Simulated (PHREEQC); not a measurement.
A solution holds 0.0012 mol NaHSO4 and 0.00044 mol NaOH per kg of water, at 25 °C. Closed to the air; pH follows from the charge balance.

Computed with PHREEQC (ion-association model, wateq4f.dat).

Precipitation was switched off in this run.

### Question
Order these S species by the share of S that they hold, largest first: NaSO4-, HSO4-, SO4-2.

### Answer
SO4-2 (94 %), HSO4- (5.0 %), NaSO4- (0.60 %)

The pH is 3.18 and the ionic strength 0.00347 mol/kgw. Species that the database lacks are ignored.
